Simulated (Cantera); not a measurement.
Input: 1 mol HMDSO, 1.2 mol NO, 0.25 mol H2, held at 0.100 bar.

These are equilibrium values from Cantera (NASA tables, ideal gas, pure condensed phases), not measurements of a reactor. Candidate condensed phases: C, C6H6, C7H8, C8H18, H2O, Si, SiC, SiO2, Si2N2O, Si3N4; 151 gas species. The feed counts by its element totals alone. Mutual solubility and eutectic melting of coexisting phases are not modelled. The tables hold silica as quartz up to 1696 K and as liquid above; real silica turns to tridymite and cristobalite and melts near 1996 K. The numbers say what is thermodynamically allowed, not how fast it happens. All values below are at 1173 K.

Base state: H2 0.998, CH4 0.00194, CO 0.000271 (mole fractions); condensed: C(graphite) + SiC(s) + SiO2(β-quartz) + Si2N2O(s).

**Question.** What changes in the equilibrium state with this change: 0.09 mol O2 added?

**Answer.** 
```csv
species,before,after
H2,0.998,0.987
CO,0.000271,0.00660
N2,2.92e-7,0.00422
H2O,9.60e-7,2.31e-5
CH4,0.00194,0.00190
"C(graphite), mol",5.98,5.92
"SiC(s), mol",0.00126,0
"SiO2(β-quartz), mol",0.799,0.879
"Si2N2O(s), mol",0.600,0.561
```
